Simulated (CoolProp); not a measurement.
Vapour-liquid equilibrium of R134a (1) + R124 (2) at 0.00464 MPa; x and y are mole fractions of (1).

The numbers come from the multi-fluid Helmholtz-energy mixture model, Tillner-Roth 1994 and de Vries 1995; pair parameters Bell 2016 in CoolProp.

Task: Give the bubble temperature and the first vapour's composition at x = 0.2, 0.575, 0.875. Is there an azeotrope?

Result: x = 0.2: -70.9 °C, y = 0.385; x = 0.575: -74.7 °C, y = 0.737; x = 0.875: -76.5 °C, y = 0.922. No azeotrope shows between x = 0.05 and 0.95.

The pair parameters rest on a limited set of measurements; away from them the model extrapolates.
